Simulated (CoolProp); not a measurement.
Nitrogen at 293.15 K and 0.274 MPa is compressed adiabatically to 1.77 MPa with isentropic efficiency 0.75. Each further row changes one setting.

Computed with CoolProp (reference Helmholtz-energy equation of state, Span 2000).

```csv
case,work (kJ/kg),final temperature (K),final density (kg/m³)
as stated,287,565.9,10.5
efficiency 1,215,498.9,11.9
efficiency 0.65,331,606.8,9.75
```
